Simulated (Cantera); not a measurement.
**N2O + SO2 + N2 (abatement and gas-phase synthesis)**

Input: 1 mol N2O, 0.019 mol SO2, a varied amount of N2, held at 2223.15 K and 1.90e7 Pa.

Equilibrium computed with Cantera from the NASA thermochemical tables; the gas is ideal and each condensed phase is pure. Candidate condensed phases: S; 17 gas species. The ideal-gas law is rough above about 30 bar. The numbers say what is thermodynamically allowed, not how fast it happens.

```csv
n(N2) (mol),log p N2,log p O2,log p NO,log p SO2,log p NO2,log p SO3,log p O,log p N2O
0.26,2.12,1.72,0.43,0.30,-1.27,-1.34,-1.65,-2.71
0.4,2.14,1.68,0.42,0.26,-1.30,-1.39,-1.66,-2.71
0.63,2.15,1.63,0.41,0.22,-1.34,-1.46,-1.69,-2.72
1,2.18,1.56,0.38,0.15,-1.40,-1.57,-1.72,-2.73
1.6,2.20,1.47,0.35,0.06,-1.49,-1.70,-1.77,-2.76
2.5,2.22,1.35,0.30,-0.05,-1.59,-1.87,-1.83,-2.79
3.8,2.23,1.23,0.25,-0.17,-1.71,-2.05,-1.89,-2.84
6,2.25,1.07,0.17,-0.32,-1.86,-2.28,-1.97,-2.90
9.5,2.26,0.90,0.09,-0.49,-2.02,-2.53,-2.05,-2.98
15,2.26,0.72,0.01,-0.66,-2.20,-2.80,-2.15,-3.06
23,2.27,0.54,-0.08,-0.83,-2.38,-3.06,-2.24,-3.15
```
log p: log10 of the partial pressure in bar; nothing condenses.

From 0.26 mol N2 to 23 mol N2 nothing is condensed.
